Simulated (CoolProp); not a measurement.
Vapour-liquid equilibrium of n-pentane (1) + acetone (2) at 377.8 K; x and y are mole fractions of (1).

The numbers come from the multi-fluid Helmholtz-energy mixture model, Thol 2019 and Lemmon 2006; pair parameters Bell 2016 in CoolProp.

```tsv
x	bubble pressure, mixture model (bar)	bubble pressure, Raoult's law (bar)	y, mixture model	y, Raoult's law
0.05	4.858	4.308	0.162	0.076
0.125	5.632	4.487	0.311	0.183
0.2	6.191	4.666	0.404	0.282
0.275	6.594	4.845	0.469	0.373
0.35	6.886	5.024	0.518	0.458
0.425	7.097	5.203	0.559	0.537
0.5	7.249	5.382	0.596	0.611
0.575	7.352	5.561	0.632	0.680
0.65	7.408	5.739	0.669	0.745
0.725	7.412	5.918	0.712	0.805
0.8	7.347	6.097	0.763	0.863
0.875	7.187	6.276	0.828	0.917
0.95	6.886	6.455	0.918	0.968
```

The largest gap from Raoult's law is +37.1 % in bubble pressure, at x = 0.35. y crosses x between x = 0.65 and 0.725: the model has an azeotrope there.

The pair parameters rest on a limited set of measurements; away from them the model extrapolates.
